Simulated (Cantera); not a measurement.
Moist CO burnout

A perfectly stirred reactor is fed with 0.167 % CO, 0.511 % O₂, 1.08 % H₂O, 98.2 % N₂, equivalence ratio 0.16, at 0.987 atm; it is held at 1350 K, and followed from long to short residence time.

Detailed kinetics in Cantera: GRI-Mech 3.0 (53 species, 325 reactions).

| τ (s) | x CO | x O₂ | x H₂O | x H₂O₂ | x H | x OH | x CO₂ |
|---|---|---|---|---|---|---|---|
| 1.0 | 2.47e-5 | 0.00428 | 0.0108 | 5.44e-9 | 6.26e-7 | 2.44e-5 | 0.00165 |
| 0.53 | 3.79e-5 | 0.00429 | 0.0108 | 7.78e-9 | 1.14e-6 | 2.97e-5 | 0.00163 |
| 0.27 | 5.95e-5 | 0.00430 | 0.0108 | 1.13e-8 | 2.15e-6 | 3.66e-5 | 0.00161 |
| 0.14 | 9.19e-5 | 0.00431 | 0.0108 | 1.59e-8 | 3.93e-6 | 4.46e-5 | 0.00158 |
| 0.070 | 0.000144 | 0.00434 | 0.0108 | 2.24e-8 | 7.31e-6 | 5.47e-5 | 0.00153 |
| 0.036 | 0.000220 | 0.00438 | 0.0107 | 3.02e-8 | 1.29e-5 | 6.59e-5 | 0.00145 |
| 0.018 | 0.000338 | 0.00444 | 0.0107 | 3.97e-8 | 2.20e-5 | 7.86e-5 | 0.00133 |
| 0.0093 | 0.000497 | 0.00452 | 0.0107 | 4.88e-8 | 3.40e-5 | 9.04e-5 | 0.00117 |
| 0.0047 | 0.000718 | 0.00463 | 0.0107 | 5.57e-8 | 4.68e-5 | 9.95e-5 | 0.000953 |
| 0.0024 | 0.000987 | 0.00476 | 0.0107 | 5.62e-8 | 5.21e-5 | 0.000101 | 0.000683 |
| 0.0012 | 0.00129 | 0.00491 | 0.0107 | 4.45e-8 | 4.02e-5 | 8.62e-5 | 0.000384 |
x: mole fraction; the columns are a selection and need not sum to one.
